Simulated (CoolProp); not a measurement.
Values from CoolProp's reference Helmholtz-energy equation of state, Leachman 2009.

Q: Give the vapour pressure (kPa), liquid density (kg/m³), enthalpy of vaporisation (kJ/kg), vapour Z of saturated normal hydrogen at 26.7, 31.1, 32.6 K.

A: 
| T (K) | p (kPa) | liquid density (kg/m³) | enthalpy of vaporisation (kJ/kg) | vapour Z |
|---|---|---|---|---|
| 26.7 | 452 | 61.9 | 383 | 0.749 |
| 31.1 | 956 | 51.0 | 257 | 0.565 |
| 32.6 | 1200 | 43.1 | 153 | 0.445 |
